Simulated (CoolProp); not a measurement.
Saturation properties of fluoroethane (R161).

Values from CoolProp's reference Helmholtz-energy equation of state, Wu 2012.

```
T (°C)  p (MPa)  vapour density (kg/m³)  enthalpy of vaporisation (kJ/kg)  surface tension (mN/m)
------  -------  ----------------------  --------------------------------  ----------------------
16.15    0.7204                   16.71                             354.7                    10.5
20.65    0.8194                   19.01                             347.4                    9.87
25.15    0.9283                   21.56                             339.7                    9.27
29.65     1.047                   24.39                             331.7                    8.67
34.15     1.178                   27.54                             323.3                    8.07
38.65     1.319                   31.03                             314.6                    7.48
43.15     1.473                   34.92                             305.4                    6.89
47.65     1.640                   39.25                             295.8                    6.31
52.15     1.820                   44.08                             285.7                    5.74
56.65     2.014                   49.50                             275.1                    5.17
61.15     2.223                   55.59                             263.8                    4.60
65.65     2.448                   62.49                             251.8                    4.04
70.15     2.690                   70.37                             238.9                    3.49
74.55     2.943                   79.25                             225.2                    2.96
```

It boils at -37.6 °C under 1 atm.

Surface tension comes from a separate correlation (Mulero 2012).
